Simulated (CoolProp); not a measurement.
Ethane along the isotherm 196.4 K: density (kg/m³) from the reference equation and from simpler models built on Tc = 305.3 K, pc = 4872 kPa, ω = 0.099; each cubic takes its own stable root.

The numbers come from the reference Helmholtz-energy equation of state, Bücker 2006 in CoolProp.

```json
[
 {"p (kPa)": "23.1", "phase": "gas", "reference": "0.4280", "van der Waals": "0.4270", "Redlich-Kwong": "0.4277"},
 {"p (kPa)": "39", "phase": "gas", "reference": "0.7256", "van der Waals": "0.7229", "Redlich-Kwong": "0.7249"},
 {"p (kPa)": "65.8", "phase": "gas", "reference": "1.233", "van der Waals": "1.225", "Redlich-Kwong": "1.231"},
 {"p (kPa)": "111", "phase": "gas", "reference": "2.108", "van der Waals": "2.084", "Redlich-Kwong": "2.100"},
 {"p (kPa)": "316", "phase": "liquid", "reference": "528.9", "van der Waals": "6.168", "Redlich-Kwong": "505.0"},
 {"p (kPa)": "534", "phase": "liquid", "reference": "529.1", "van der Waals": "10.92", "Redlich-Kwong": "505.4"},
 {"p (kPa)": "901", "phase": "liquid", "reference": "529.5", "van der Waals": "345.5", "Redlich-Kwong": "506.0"},
 {"p (kPa)": "1520", "phase": "liquid", "reference": "530.2", "van der Waals": "346.9", "Redlich-Kwong": "507.1"},
 {"p (kPa)": "2570", "phase": "liquid", "reference": "531.4", "van der Waals": "349.2", "Redlich-Kwong": "508.8"},
 {"p (kPa)": "4330", "phase": "liquid", "reference": "533.3", "van der Waals": "352.6", "Redlich-Kwong": "511.6"},
 {"p (kPa)": "7310", "phase": "liquid", "reference": "536.4", "van der Waals": "357.7", "Redlich-Kwong": "515.9"}
]
```

At some of these states van der Waals gives the other phase, because its saturation line lies elsewhere.
